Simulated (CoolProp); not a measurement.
n-perfluorohexane along the isotherm 450 K: Z from the reference equation and from simpler models built on Tc = 448.0 K, pc = 1.742 MPa, ω = 0.497; each cubic takes its own stable root.

Values from CoolProp's reference Helmholtz-energy equation of state, Gao 2022.

```
p (MPa)          phase  reference
-------  -------------  ---------
0.0138             gas     0.9973
0.0283             gas     0.9944
0.0581             gas     0.9884
0.119              gas     0.9760
0.245              gas     0.9497
0.503              gas     0.8923
1.03               gas     0.7531
2.12     supercritical     0.2032
4.35     supercritical     0.3427
```

Question: How far does each simpler model (van der Waals, Soave-Redlich-Kwong, Peng-Robinson) lie from the reference over these 9 states: mean and median of the absolute difference, and the worst?

Answer: 
- van der Waals: mean 12.3 %, median 0.8 %, worst +53.6 % at 450 K and 2.12 MPa
- Soave-Redlich-Kwong: mean 6.2 %, median 0.2 %, worst +32.2 % at 450 K and 2.12 MPa
- Peng-Robinson: mean 3.4 %, median 0.4 %, worst +20.0 % at 450 K and 2.12 MPa
